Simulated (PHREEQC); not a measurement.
A made-up water analysis in mmol/kgw, 15 °C, pH 7.31, pe -0.5: Na 2.52; K 0.792; Ca 0.748; Mg 0.524; Cl 1.12; S(6) 0.258; Alkalinity (meq/kgw) 4.04; N(-3) 0.00128.

Valence states are taken as typed.

Computed with PHREEQC (ion-association model, phreeqc.dat).

No solid was allowed to form.

Q: What specific conductance, charge-balance error does the model give?

A: specific conductance 450 µS/cm; charge-balance error 1.6 %.

Q: In which forms is S present?

A: SO4-2 90 %, CaSO4 5.3 %, MgSO4 4.1 %, NaSO4- 0.7 % of the S.
